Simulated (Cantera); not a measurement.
Cantera run:

```python
import numpy as np
import cantera as ct

gas_names = """
    AL ALCL ALCL2 ALCL3 ALN ALO ALOCL ALO2 AL2 AL2CL6 AL2O AL2O2 CL CLO CL2 N NO NO2 NO3 N2 N2O O O2 O3
""".split()
cond_names = """
    AL(cr) AL(L) ALCL3(s) ALCL3(L) ALN(s) AL2O3(a) AL2O3(L)
""".split()


def load(file, names, dense=False):
    # The tables refer to 1 bar. Condensed volumes are neglected.
    table = {s.name: s for s in ct.Species.list_from_file(file)}
    out = []
    for n in names:
        d = dict(table[n].input_data)
        d["thermo"] = dict(d["thermo"], **{"reference-pressure": 1e5})
        if dense:
            d["equation-of-state"] = {"model": "constant-volume", "density": "1e6 g/cm^3"}
        out.append(ct.Species.from_dict(d))
    return out


gas = ct.Solution(thermo="ideal-gas", species=load("nasa_gas.yaml", gas_names))
cond = {s.name: ct.Solution(thermo="fixed-stoichiometry", species=[s], name=s.name)
        for s in load("nasa_condensed.yaml", cond_names, dense=True)}
atoms = {
    'AlCl3': {'AL': 1, 'CL': 3},
    'O2': {'O': 2},
    'N2': {'N': 2},
}
top_T = {'ALN(s)': 2750}  # K; cautious upper limits of use, not melting points


def equilibrate(T, P, feed):
    n = {}
    for name, mol in feed.items():
        for a, k in atoms[name].items():
            n[a] = n.get(a, 0.0) + k * mol
    gas.TPX = T, P, n
    mass = sum(n.values()) * gas.mean_molecular_weight
    gas.equilibrate("TP")
    valid = [c for c in cond.values() if c.min_temp <= T <= top_T.get(c.name, c.max_temp)]
    mix = ct.Mixture([(gas, mass / gas.mean_molecular_weight)] + [(c, 0.0) for c in valid])
    mix.T, mix.P = T, P
    mix.equilibrate("TP", solver="vcs", rtol=1e-11, max_steps=5000)
    return mix


results = []
T = 1175  # K
P = 49000  # Pa
for m in [14, 19, 24, 32, 43, 56, 75, 98, 130, 170, 230, 300]:
    feed = {'AlCl3': 1, 'O2': 4, 'N2': m}  # mol
    mix = equilibrate(T, P, feed)
    results.append((T, P, feed, dict(zip(mix.species_names, mix.species_moles))))
    x = sorted(zip(gas.X, gas.species_names), reverse=True)
    print(f"T = {T:g} K  P = {P:g} Pa  n(N2) = {m:g} mol  gas = {mix.phase_moles(0):.4g} mol")
    print("   x: " + "  ".join(f"{s} {v:.3e}" for v, s in x if v > 0.0001))
    print("   condensed (mol): " + ("  ".join(f"{mix.phase(i).name} {mix.phase_moles(i):.4g}"
          for i in range(1, mix.n_phases) if mix.phase_moles(i) > 1e-12) or "none"))
```

Result:

```
T = 1175 K  P = 49000 Pa  n(N2) = 14 mol  gas = 18.76 mol
   x: N2 7.461e-01  O2 1.731e-01  CL2 7.921e-02  CL 1.456e-03  NO 1.422e-04
   condensed (mol): AL2O3(a) 0.5
T = 1175 K  P = 49000 Pa  n(N2) = 19 mol  gas = 23.77 mol
   x: N2 7.994e-01  O2 1.367e-01  CL2 6.246e-02  CL 1.293e-03  NO 1.308e-04
   condensed (mol): AL2O3(a) 0.5
T = 1175 K  P = 49000 Pa  n(N2) = 24 mol  gas = 28.77 mol
   x: N2 8.342e-01  O2 1.129e-01  CL2 5.155e-02  CL 1.174e-03  NO 1.214e-04
   condensed (mol): AL2O3(a) 0.5
T = 1175 K  P = 49000 Pa  n(N2) = 32 mol  gas = 36.77 mol
   x: N2 8.702e-01  O2 8.833e-02  CL2 4.027e-02  CL 1.038e-03  NO 1.097e-04
   condensed (mol): AL2O3(a) 0.5
T = 1175 K  P = 49000 Pa  n(N2) = 43 mol  gas = 47.77 mol
   x: N2 9.001e-01  O2 6.798e-02  CL2 3.094e-02  CL 9.098e-04
   condensed (mol): AL2O3(a) 0.5
T = 1175 K  P = 49000 Pa  n(N2) = 56 mol  gas = 60.77 mol
   x: N2 9.214e-01  O2 5.343e-02  CL2 2.428e-02  CL 8.058e-04
   condensed (mol): AL2O3(a) 0.5
T = 1175 K  P = 49000 Pa  n(N2) = 75 mol  gas = 79.78 mol
   x: N2 9.401e-01  O2 4.070e-02  CL2 1.845e-02  CL 7.025e-04
   condensed (mol): AL2O3(a) 0.5
T = 1175 K  P = 49000 Pa  n(N2) = 98 mol  gas = 102.8 mol
   x: N2 9.534e-01  O2 3.158e-02  CL2 1.428e-02  CL 6.181e-04
   condensed (mol): AL2O3(a) 0.5
T = 1175 K  P = 49000 Pa  n(N2) = 130 mol  gas = 134.8 mol
   x: N2 9.645e-01  O2 2.408e-02  CL2 1.086e-02  CL 5.389e-04
   condensed (mol): AL2O3(a) 0.5
T = 1175 K  P = 49000 Pa  n(N2) = 170 mol  gas = 174.8 mol
   x: N2 9.726e-01  O2 1.857e-02  CL2 8.344e-03  CL 4.725e-04
   condensed (mol): AL2O3(a) 0.5
T = 1175 K  P = 49000 Pa  n(N2) = 230 mol  gas = 234.8 mol
   x: N2 9.795e-01  O2 1.382e-02  CL2 6.184e-03  CL 4.067e-04
   condensed (mol): AL2O3(a) 0.5
T = 1175 K  P = 49000 Pa  n(N2) = 300 mol  gas = 304.8 mol
   x: N2 9.842e-01  O2 1.064e-02  CL2 4.743e-03  CL 3.562e-04
   condensed (mol): AL2O3(a) 0.5
```

These are equilibrium values from Cantera (NASA tables, ideal gas, pure condensed phases), not measurements of a reactor.
